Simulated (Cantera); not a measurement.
Cantera run:

```python
import numpy as np
import cantera as ct

gas_names = """
    CL CL2 H HCL H2 Si SiCL SiCL2 SiCL3 SiCL4 SiH SiHCL3 SiH2 SiH2CL2 SiH3 SiH3CL SiH4 Si2 Si3
""".split()
cond_names = """
    Si(cr) Si(L)
""".split()


# ... load() reads the species with a 1 bar reference pressure and builds the phases ...
atoms = {
    'SiH2Cl2': {'Si': 1, 'H': 2, 'CL': 2},
    'Cl2': {'CL': 2},
    'H2': {'H': 2},
}
top_T = {}  # K; cautious upper limits of use, not melting points


# ... equilibrate(T, P, feed) seeds the gas with the atoms and calls Mixture.equilibrate('TP', solver="vcs", rtol=1e-11, max_steps=5000) ...
results = []
feed = {'SiH2Cl2': 1, 'Cl2': 0.33, 'H2': 25}  # mol
T = 1698.15  # K
P = 1333.22  # Pa
mix = equilibrate(T, P, feed)
results.append((T, P, feed, dict(zip(mix.species_names, mix.species_moles))))
print(gas.report(threshold=1e-06))
for i in range(1, mix.n_phases):
    print(f"{mix.phase(i).name:16s} {mix.phase_moles(i):12.5e} mol")
```

It prints:

```
       temperature   1698.2 K
          pressure   1333.2 Pa
           density   0.00055022 kg/m^3
  mean mol. weight   5.827 kg/kmol
   phase of matter   gas

                          1 kg             1 kmol
                     ---------------   ---------------
          enthalpy        6.0228e+06        3.5095e+07  J
   internal energy        3.5998e+06        2.0976e+07  J
           entropy             39215        2.2851e+05  J/K
    Gibbs function       -6.0571e+07       -3.5294e+08  J
 heat capacity c_p              5770             33622  J/K
 heat capacity c_v            4343.1             25307  J/K

                      mass frac. Y      mole frac. X     chem. pot. / RT
                     ---------------   ---------------   ---------------
                CL        0.00039869        6.5533e-05           -27.695
                 H        0.00020785         0.0012015           -11.687
               HCL           0.40277          0.064373           -39.383
                H2           0.31757            0.9179           -23.375
                Si        0.00023799        4.9378e-05           -4.9169
              SiCL        0.00068577        6.2894e-05           -32.612
             SiCL2           0.27551          0.016219           -60.308
             SiCL3         0.0023583        0.00010222           -88.003
             SiCL4        3.7124e-05        1.2733e-06            -115.7
               SiH        4.2453e-05        8.5029e-06           -16.604
            SiHCL3        8.1243e-05        3.4952e-06           -99.691
              SiH2        6.6307e-05        1.2836e-05           -28.292
           SiH2CL2        2.8976e-05        1.6717e-06           -83.683
     [   +6 minor]        5.7732e-06        5.3647e-07

Si(L)             5.49805e-01 mol
```

Equilibrium computed with Cantera from the NASA thermochemical tables; the gas is ideal and each condensed phase is pure. The tables' values for SiCl3, SiCl are old estimates; treat these amounts as uncertain. Gases not in the tables: Si2H6 and higher silanes.
